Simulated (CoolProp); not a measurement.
A simple Rankine cycle with n-perfluorohexane: condensing at 309.15 K, boiler at 1.16 MPa, turbine inlet 441.9 K, turbine efficiency 0.7, pump efficiency 0.7, no recuperator. Each further row changes one setting.

Computed with CoolProp (reference Helmholtz-energy equation of state, Gao 2022).

```json
[
 {"case": "as stated", "thermal efficiency (%)": "10.0", "net work (kJ/kg)": "19.9", "heat in (kJ/kg)": "199", "turbine exit temperature (K)": "407.5", "volume ratio over the turbine": "33.3"},
 {"case": "condensing temperature 301.15 K", "thermal efficiency (%)": "10.7", "net work (kJ/kg)": "22.1", "heat in (kJ/kg)": "208", "turbine exit temperature (K)": "405.1", "volume ratio over the turbine": "46.3"},
 {"case": "boiler pressure 0.812 MPa", "thermal efficiency (%)": "9.1", "net work (kJ/kg)": "18.7", "heat in (kJ/kg)": "205", "turbine exit temperature (K)": "414.5", "volume ratio over the turbine": "20.2"},
 {"case": "turbine efficiency 0.6", "thermal efficiency (%)": "8.5", "net work (kJ/kg)": "16.9", "heat in (kJ/kg)": "199", "turbine exit temperature (K)": "410.6", "volume ratio over the turbine": "33.6"}
]
```
